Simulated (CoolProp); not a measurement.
Hexamethyldisiloxane (MM) along the isotherm 346.85 °C: fugacity coefficient from the reference equation and from simpler models built on Tc = 245.6 °C, pc = 19.31 bar, ω = 0.418; each cubic takes its own stable root.

Model: reference Helmholtz-energy equation of state, Thol 2016, in CoolProp.

| p (bar) | phase | reference | van der Waals | Soave-Redlich-Kwong |
|---|---|---|---|---|
| 0.966 | gas | 0.9907 | 0.9905 | 0.9916 |
| 1.93 | gas | 0.9815 | 0.9810 | 0.9833 |
| 2.9 | gas | 0.9724 | 0.9715 | 0.9750 |
| 3.86 | gas | 0.9633 | 0.9621 | 0.9669 |
| 4.83 | gas | 0.9543 | 0.9526 | 0.9587 |
| 5.79 | gas | 0.9454 | 0.9433 | 0.9506 |
| 6.76 | gas | 0.9364 | 0.9339 | 0.9426 |
| 7.72 | gas | 0.9277 | 0.9246 | 0.9346 |
| 8.69 | gas | 0.9189 | 0.9152 | 0.9267 |
| 9.66 | gas | 0.9101 | 0.9059 | 0.9188 |
